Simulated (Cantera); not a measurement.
A Cantera script and what it prints.

```python
import numpy as np
import cantera as ct

gas_names = [...]  # 123 gases of nasa_gas.yaml made of C, H, O, Si
cond_names = """
    C(gr) C6H6(L) C7H8(L) C8H18(L),n-octa H2O(s) H2O(L) Si(cr) Si(L) SiC(b) SiO2(Lqz) SiO2(hqz) SiO2(L)
""".split()


# ... load() reads the species with a 1 bar reference pressure and builds the phases ...
atoms = {
    'SiH4': {'Si': 1, 'H': 4},
    'CO2': {'C': 1, 'O': 2},
    'H2': {'H': 2},
}
top_T = {'C(gr)': 4500, 'SiC(b)': 3050}  # K; cautious upper limits of use, not melting points


# ... equilibrate(T, P, feed) seeds the gas with the atoms and calls Mixture.equilibrate('TP', solver="vcs", rtol=1e-11, max_steps=5000) ...
results = []
feed = {'SiH4': 1, 'CO2': 0.36, 'H2': 0.35}  # mol
T = 1523  # K
P = 44  # Pa
mix = equilibrate(T, P, feed)
results.append((T, P, feed, dict(zip(mix.species_names, mix.species_moles))))
print(gas.report(threshold=1e-06))
for i in range(1, mix.n_phases):
    print(f"{mix.phase(i).name:16s} {mix.phase_moles(i):12.5e} mol")
```

Output:

```
       temperature   1523 K
          pressure   44 Pa
           density   4.0541e-05 kg/m^3
  mean mol. weight   11.667 kg/kmol
   phase of matter   gas

                          1 kg             1 kmol
                     ---------------   ---------------
          enthalpy        1.2724e+06        1.4846e+07  J
   internal energy        1.8711e+05        2.1831e+06  J
           entropy             23042        2.6884e+05  J/K
    Gibbs function        -3.382e+07       -3.9459e+08  J
 heat capacity c_p            2865.9             33438  J/K
 heat capacity c_v            2153.3             25123  J/K

                      mass frac. Y      mole frac. X     chem. pot. / RT
                     ---------------   ---------------   ---------------
                CO          0.031301          0.013038           -47.608
                 H        8.3236e-05        0.00096344           -13.322
                H2           0.13211            0.7646           -26.644
                Si        6.9701e-05        2.8956e-05           -4.9703
               SiH        3.8705e-06        1.5522e-06           -18.292
              SiH2        2.7954e-06        1.0835e-06           -31.615
               SiO           0.83642           0.22137           -45.875
     [ +116 minor]        1.3904e-06        6.6769e-07

C(gr)             0.00000e+00 mol
Si(cr)            0.00000e+00 mol
SiC(b)            3.19952e-01 mol
SiO2(hqz)         0.00000e+00 mol
```

These are equilibrium values from Cantera (NASA tables, ideal gas, pure condensed phases), not measurements of a reactor.
